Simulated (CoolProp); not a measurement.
Saturated liquid density (kg/m³) of trans-2-butene: the reference equation beside estimates from Tc = 428.6 K, pc = 4019 kPa, ω = 0.210. Rackett uses Z = 0.29056 − 0.08775 ω.

Values from CoolProp's reference Helmholtz-energy equation of state, Lemmon 2005. It is a short technical equation, of lower accuracy than the large ones.

```json
[
 {"T (K)": "294.3", "reference": "603.1", "Rackett": "591.8", "van der Waals": "365.3", "Redlich-Kwong": "531.0", "Soave-Redlich-Kwong": "547.4"},
 {"T (K)": "298.7", "reference": "597.9", "Rackett": "586.6", "van der Waals": "362.1", "Redlich-Kwong": "525.3", "Soave-Redlich-Kwong": "542.1"},
 {"T (K)": "303", "reference": "592.7", "Rackett": "581.5", "van der Waals": "359.0", "Redlich-Kwong": "519.7", "Soave-Redlich-Kwong": "536.7"},
 {"T (K)": "307.4", "reference": "587.3", "Rackett": "576.1", "van der Waals": "355.7", "Redlich-Kwong": "513.8", "Soave-Redlich-Kwong": "531.1"},
 {"T (K)": "311.7", "reference": "581.9", "Rackett": "570.7", "van der Waals": "352.4", "Redlich-Kwong": "507.9", "Soave-Redlich-Kwong": "525.4"},
 {"T (K)": "316.1", "reference": "576.3", "Rackett": "565.2", "van der Waals": "348.9", "Redlich-Kwong": "501.8", "Soave-Redlich-Kwong": "519.5"},
 {"T (K)": "320.4", "reference": "570.8", "Rackett": "559.6", "van der Waals": "345.5", "Redlich-Kwong": "495.6", "Soave-Redlich-Kwong": "513.5"},
 {"T (K)": "324.8", "reference": "565.0", "Rackett": "553.9", "van der Waals": "341.9", "Redlich-Kwong": "489.2", "Soave-Redlich-Kwong": "507.2"},
 {"T (K)": "329.1", "reference": "559.2", "Rackett": "548.1", "van der Waals": "338.3", "Redlich-Kwong": "482.7", "Soave-Redlich-Kwong": "500.9"},
 {"T (K)": "333.5", "reference": "553.2", "Rackett": "542.1", "van der Waals": "334.5", "Redlich-Kwong": "475.9", "Soave-Redlich-Kwong": "494.2"},
 {"T (K)": "337.9", "reference": "547.0", "Rackett": "536.0", "van der Waals": "330.6", "Redlich-Kwong": "469.0", "Soave-Redlich-Kwong": "487.3"}
]
```

Absolute difference from the reference over all 11 rows, mean and median: Rackett 1.9 and 1.9 %, van der Waals 39.5 and 39.5 %, Redlich-Kwong 13.0 and 12.9 %, Soave-Redlich-Kwong 9.9 and 9.9 %.
